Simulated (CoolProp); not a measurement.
Values from CoolProp's reference Helmholtz-energy equation of state, Thol 2012.

Task: Give the vapour pressure (MPa), liquid density (kg/m³), vapour density (kg/m³), liquid viscosity (µPa s) of saturated benzene at 381.6 K.

Result: 
| T (K) | p (MPa) | liquid density (kg/m³) | vapour density (kg/m³) | liquid viscosity (µPa s) |
|---|---|---|---|---|
| 381.6 | 0.225 | 781 | 5.90 | 246 |

Viscosity comes from a separate model (Avgeri 2014).
